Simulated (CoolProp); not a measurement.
Dodecamethylpentasiloxane (MD3M) along the isobar 0.577 MPa: density (kg/m³) from the reference equation and from simpler models built on Tc = 354.9 °C, pc = 0.9540 MPa, ω = 0.730; each cubic takes its own stable root.

Values from CoolProp's reference Helmholtz-energy equation of state, Thol 2019.

| T (°C) | phase | reference |
|---|---|---|
| -71.45 | liquid | 965.1 |
| -54.15 | liquid | 947.7 |
| -36.85 | liquid | 930.5 |
| -19.65 | liquid | 913.7 |
| -2.35 | liquid | 896.9 |
| 14.95 | liquid | 880.3 |
| 32.25 | liquid | 863.7 |
| 49.45 | liquid | 847.1 |
| 66.75 | liquid | 830.5 |
| 84.05 | liquid | 813.7 |
| 101.25 | liquid | 796.8 |
| 118.55 | liquid | 779.7 |
| 135.85 | liquid | 762.2 |
| 153.15 | liquid | 744.3 |
| 170.35 | liquid | 726.1 |
| 187.65 | liquid | 707.2 |

Task: How far does each simpler model (van der Waals, Redlich-Kwong, Soave-Redlich-Kwong, Peng-Robinson) lie from the reference over these 16 states: mean and median of the absolute difference, and the worst?

Result: 
- van der Waals: mean 45.6 %, median 45.4 %, worst -47.7 % at -71.45 °C and 0.577 MPa
- Redlich-Kwong: mean 20.0 %, median 19.6 %, worst -22.3 % at -71.45 °C and 0.577 MPa
- Soave-Redlich-Kwong: mean 14.5 %, median 14.0 %, worst -19.9 % at -71.45 °C and 0.577 MPa
- Peng-Robinson: mean 4.2 %, median 3.6 %, worst -10.6 % at -71.45 °C and 0.577 MPa
